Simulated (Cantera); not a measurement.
# Equilibrium for carbothermic reduction: Ta₂O₅ + CH₄ + H₂

Feed: 1 mol Ta₂O₅, 0.69 mol CH₄, 5.7 mol H₂, held at 1725 °C and 15.8 Torr.

Cantera equilibrium calculation (NASA polynomials, part measured and part estimated; ideal gas, pure solids and liquids). Candidate condensed phases: C, C₆H₆, C₇H₈, C₈H₁₈, H₂O, Ta, TaC, Ta₂O₅; 113 gas species. Mutual solubility and eutectic melting of coexisting phases are not modelled. Condensed phases not in the tables: Ta₂C, N, O or C dissolved in the metal. Equilibrium is a limit: real reactors are often held back by kinetics, nucleation or transport.

* **x(H₂)**: 0.899
* **x(CO)**: 0.0883
* **x(H)**: 0.0105
* **x(H₂O)**: 0.00163
* **x(TaO₂)**: 4.84e-5
* **x(CO₂)**: 3.50e-5
* **x(TaO)**: 9.26e-6
* **x(OH)**: 1.90e-6
* **n(Ta(s))**: 0.281 mol
* **n(Ta₂O₅(s))**: 0.859 mol
* **gas amount**: 7.811 mol
* **log10 activity of TaC(s) (absent)**: -0.25
* **log10 activity of C(graphite) (absent)**: -3.92
